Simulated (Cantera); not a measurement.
**NO annealing gas**

An isothermal, constant-pressure homogeneous reactor starts with 21.3 % NO, 78.7 % N2, at 2098 K and 10.00 Torr.

Computed with Cantera and GRI-Mech 3.0 (53 species, 325 reactions). Radical loss at walls, strong at low pressure, is not modelled.

```tsv
t (s)	x NO	x O2	x N2O	x O	x N2	x NO2
4.00e-5	0.213	7.49e-12	5.52e-8	5.53e-8	0.787	3.02e-12
0.000187	0.213	1.64e-10	2.57e-7	2.60e-7	0.787	6.46e-11
0.000875	0.213	3.63e-9	1.18e-6	1.24e-6	0.787	1.31e-9
0.00409	0.213	8.41e-8	5.00e-6	6.28e-6	0.787	2.09e-8
0.0191	0.213	2.24e-6	1.55e-5	3.70e-5	0.787	2.05e-7
0.0894	0.212	6.47e-5	2.14e-5	0.000214	0.787	1.23e-6
0.418	0.209	0.00137	1.81e-5	0.000784	0.789	3.79e-6
1.96	0.182	0.0145	1.15e-5	0.00164	0.802	8.08e-6
9.15	0.0582	0.0755	9.28e-7	0.00328	0.863	5.93e-6
42.8	0.00748	0.101	5.07e-8	0.00379	0.888	8.81e-7
200	0.00731	0.101	5.00e-8	0.00379	0.888	8.60e-7
```
x: mole fraction; the columns are a selection and need not sum to one.

Equilibrium at this temperature and pressure: NO 0.00731, O2 0.101, N2O 5.00e-8, O 0.00379, N2 0.888, NO2 8.60e-7 (gas phase only).
